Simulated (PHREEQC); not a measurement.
**Silver or lead bath: speciation**

Dissolve 0.0088 mol/kgw Pb(NO3)2, 0.00013 mol/kgw KNO3 and 0.032 mol/kgw Zn(NO3)2 at 26 °C. Closed to the air; pH follows from the charge balance.

All values are PHREEQC results (ion-association model, phreeqc.dat), not measurements.

Each row changes one thing in this solution. Precipitation was switched off in this run.

| case | pH | ionic strength (mol/kgw) |
|---|---|---|
| as made | 5.05 | 0.117 |
| Pb(NO3)2 left out | ___ | 0.0961 |
| Zn(NO3)2 left out | ___ | ___ |
| temperature from 26 to 45 °C | 4.97 | 0.118 |
| diluted 5-fold with water | 5.32 | 0.0241 |

Fill in the missing entries.


- Pb(NO3)2 left out, pH: 5.41
- Zn(NO3)2 left out, pH: 4.98
- Zn(NO3)2 left out, ionic strength (mol/kgw): 0.0244

Away from 25 °C the constants follow the database's enthalpies or fits; those with neither stay at their 25 °C values.
